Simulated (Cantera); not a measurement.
An adiabatic, constant-pressure homogeneous reactor starts with 7.83 % CH4, 0.634 % C2H6, 0.556 % C3H8, 18.8 % O2, 70.6 % N2, 1.57 % H2, at 1250 K and 450 Torr.

Detailed kinetics in Cantera: GRI-Mech 3.0 (53 species, 325 reactions).

**Question.** Predict: time of steepest temperature rise; temperature at 0.800 s; equilibrium temperature; x(HO2) at 0.800 s; x(OH) at 0.800 s; x(NO) at 0.800 s.

**Answer.** 
```json
{
 "time_of_steepest_temperature_rise": "2.56 ms",
 "temperature at 0.800 s": "2640 K",
 "equilibrium_temperature": "2640 K",
 "x(HO2) at 0.800 s": "2.06e-6 (gas-phase equilibrium 2.06e-6)",
 "x(OH) at 0.800 s": "0.0143 (gas-phase equilibrium 0.0143)",
 "x(NO) at 0.800 s": "0.00539 (gas-phase equilibrium 0.00539)"
}
```
